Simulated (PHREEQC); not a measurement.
A PHREEQC input (ion-association model, phreeqc.dat):

```
SOLUTION 1
  temp 20
  units mg/kgw
  pH 5.76
  pe 9.2
  Na 1.34
  K 0.184
  Ca 0.434
  Mg 1.65
  Cl 1.86
  S(6) 1.16 as SO4
  Alkalinity 8.54 as HCO3
  B 0.0629
END
USE solution 7
EQUILIBRIUM_PHASES 1
  Gypsum 0 0
  CO2(g) -2 10
END
```

It stops with these messages:

```
ERROR: Solution 7 not found.
```

The fault: USE names a solution that was never defined. The line should read `USE solution 1` where the input has `USE solution 7`. With the mend the run ends at pH 5.93 and ionic strength 0.000310 mol/kgw.
